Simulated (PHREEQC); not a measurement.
Make-up at 20 °C: 0.0043 mol/kgw HCl, 0.0051 mol/kgw FeCl3 and 0.07 mol/kgw CuCl2. It is in equilibrium with CO2 at log p = -3.4 (atm). Otherwise closed; pH follows from the charge balance.

Equilibrium calculation in PHREEQC: ion-association model, phreeqc.dat.

### Question
The ionic strength comes out as 0.222 mol/kgw. What activity coefficients do FeOH+2, Cu+2, Fe+3, CuCl+, Fe2(OH)2+4 get?

### Answer
FeOH+2 0.29, Cu+2 0.32, Fe+3 0.13, CuCl+ 0.71, Fe2(OH)2+4 0.0089.

Precipitation was switched off in this run. Saturation is exceeded, for instance for Hematite (slow to form), Goethite (slow to form); the values hold only as long as no solid forms. Complexes and solids missing from the database can't appear.
